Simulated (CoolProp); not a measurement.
Computed with CoolProp (reference Helmholtz-energy equation of state, Lemmon 2005). It is a short technical equation, of lower accuracy than the large ones.

Q: Give the vapour pressure (MPa), liquid density (kg/m³), vapour density (kg/m³), liquid cp (kJ/(kg K)) of saturated isobutene at 322.3 K.

A: 
| T (K) | p (MPa) | liquid density (kg/m³) | vapour density (kg/m³) | liquid cp (kJ/(kg K)) |
|---|---|---|---|---|
| 322.3 | 0.597 | 557 | 14.5 | 2.53 |
